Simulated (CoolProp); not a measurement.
CH3F (R41) along the isobar 22.2 MPa: Z from the reference equation and from simpler models built on Tc = 317.3 K, pc = 5.906 MPa, ω = 0.200; each cubic takes its own stable root.

The numbers come from the reference Helmholtz-energy equation of state, Lemmon 2006 in CoolProp. It is a short technical equation, of lower accuracy than the large ones.

```csv
T (K),phase,reference
246,liquid,0.4559
253.1,liquid,0.4512
260.2,liquid,0.4473
267.3,liquid,0.4441
274.3,liquid,0.4416
281.4,liquid,0.4399
288.5,liquid,0.4389
295.5,liquid,0.4388
302.6,liquid,0.4394
309.7,liquid,0.4410
316.7,liquid,0.4434
323.8,supercritical,0.4470
```

Q: How far does each simpler model (van der Waals, Redlich-Kwong, Soave-Redlich-Kwong, Peng-Robinson) lie from the reference over these 12 states: mean and median of the absolute difference, and the worst?

A: 
- van der Waals: mean 68.2 %, median 68.9 %, worst +75.9 % at 246 K and 22.2 MPa
- Redlich-Kwong: mean 27.3 %, median 27.4 %, worst +27.4 % at 274.3 K and 22.2 MPa
- Soave-Redlich-Kwong: mean 25.9 %, median 25.7 %, worst +27.2 % at 323.8 K and 22.2 MPa
- Peng-Robinson: mean 12.4 %, median 12.1 %, worst +14.5 % at 323.8 K and 22.2 MPa
